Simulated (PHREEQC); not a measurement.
Dissolve 0.0017 mol/kgw Na2S and 0.056 mol/kgw NaHCO3 at 25 °C. Closed to the air; pH follows from the charge balance.

The numbers come from PHREEQC with the ion-association model, phreeqc.dat.

### Question
The ionic strength comes out as 0.0590 mol/kgw. What activity coefficients do OH-, CO3-2, HCO3-, HS-, Na+ get?

### Answer
OH- 0.80, CO3-2 0.45, HCO3- 0.82, HS- 0.80, Na+ 0.81.

Precipitation was switched off in this run.
